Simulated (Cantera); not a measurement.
## Ta(OEt)₅ + H₂O (tantalum, niobium, vanadium and zirconium in process gases)

A closed system holds: 1 mol Ta(OEt)₅, 1 mol H₂O, at 0.000825 Torr.

Equilibrium computed with Cantera from the NASA thermochemical tables; the gas is ideal and each condensed phase is pure. Candidate condensed phases: C, C₆H₆, C₇H₈, C₈H₁₈, H₂O, Ta, TaC, Ta₂O₅; 113 gas species. The feed counts by its element totals alone. TaC: taken at fixed stoichiometry. Condensed phases not in the tables: Ta₂C. Rates play no part.

From 1100 K to 2300 K the condensed part is C(graphite) + TaC(s). At 2400 K the condensed part is TaC(s).

```json
[
 {"T (K)": "1100", "x H": "2.05e-5", "x H₂": "0.692", "x CO": "0.308", "x C": "<1e-12", "x C₃": "<1e-12", "x C₂": "<1e-12", "x C₂H": "<1e-12", "n C(graphite)": "3.00", "n TaC(s)": "1.00"},
 {"T (K)": "1200", "x H": "0.000157", "x H₂": "0.692", "x CO": "0.308", "x C": "<1e-12", "x C₃": "<1e-12", "x C₂": "<1e-12", "x C₂H": "<1e-12", "n C(graphite)": "3.00", "n TaC(s)": "1.00"},
 {"T (K)": "1300", "x H": "0.000877", "x H₂": "0.692", "x CO": "0.308", "x C": "<1e-12", "x C₃": "<1e-12", "x C₂": "<1e-12", "x C₂H": "<1e-12", "n C(graphite)": "3.00", "n TaC(s)": "1.00"},
 {"T (K)": "1400", "x H": "0.00385", "x H₂": "0.689", "x CO": "0.307", "x C": "<1e-12", "x C₃": "<1e-12", "x C₂": "<1e-12", "x C₂H": "9.40e-12", "n C(graphite)": "3.00", "n TaC(s)": "1.00"},
 {"T (K)": "1500", "x H": "0.0138", "x H₂": "0.681", "x CO": "0.306", "x C": "1.56e-11", "x C₃": "1.66e-12", "x C₂": "<1e-12", "x C₂H": "2.35e-10", "n C(graphite)": "3.00", "n TaC(s)": "1.00"},
 {"T (K)": "1600", "x H": "0.0420", "x H₂": "0.657", "x CO": "0.301", "x C": "5.72e-10", "x C₃": "1.06e-10", "x C₂": "8.55e-12", "x C₂H": "3.88e-9", "n C(graphite)": "3.00", "n TaC(s)": "1.00"},
 {"T (K)": "1700", "x H": "0.109", "x H₂": "0.600", "x CO": "0.291", "x C": "1.37e-8", "x C₃": "4.08e-9", "x C₂": "3.33e-10", "x C₂H": "4.46e-8", "n C(graphite)": "3.00", "n TaC(s)": "1.00"},
 {"T (K)": "1800", "x H": "0.239", "x H₂": "0.490", "x CO": "0.271", "x C": "2.30e-7", "x C₃": "1.04e-7", "x C₂": "8.58e-9", "x C₂H": "3.67e-7", "n C(graphite)": "3.00", "n TaC(s)": "1.00"},
 {"T (K)": "1900", "x H": "0.432", "x H₂": "0.326", "x CO": "0.241", "x C": "2.86e-6", "x C₃": "1.88e-6", "x C₂": "1.57e-7", "x C₂H": "2.16e-6", "n C(graphite)": "2.99", "n TaC(s)": "1.00"},
 {"T (K)": "2000", "x H": "0.626", "x H₂": "0.163", "x CO": "0.211", "x C": "2.77e-5", "x C₃": "2.52e-5", "x C₂": "2.13e-6", "x C₂H": "9.00e-6", "n C(graphite)": "2.99", "n TaC(s)": "1.00"},
 {"T (K)": "2100", "x H": "0.744", "x H₂": "0.0627", "x CO": "0.193", "x C": "0.000215", "x C₃": "0.000262", "x C₂": "2.25e-5", "x C₂H": "2.78e-5", "n C(graphite)": "2.96", "n TaC(s)": "1.00"},
 {"T (K)": "2200", "x H": "0.789", "x H₂": "0.0216", "x CO": "0.185", "x C": "0.00139", "x C₃": "0.00220", "x C₂": "0.000192", "x C₂H": "7.01e-5", "n C(graphite)": "2.72", "n TaC(s)": "1.00"},
 {"T (K)": "2300", "x H": "0.790", "x H₂": "0.00732", "x CO": "0.179", "x C": "0.00761", "x C₃": "0.0152", "x C₂": "0.00135", "x C₂H": "0.000154", "n C(graphite)": "1.11", "n TaC(s)": "1.000"},
 {"T (K)": "2400", "x H": "0.779", "x H₂": "0.00264", "x CO": "0.174", "x C": "0.0218", "x C₃": "0.0197", "x C₂": "0.00295", "x C₂H": "0.000114", "n C(graphite)": "0", "n TaC(s)": "1.000"}
]
```
x: gas mole fraction; n: condensed amount in mol.
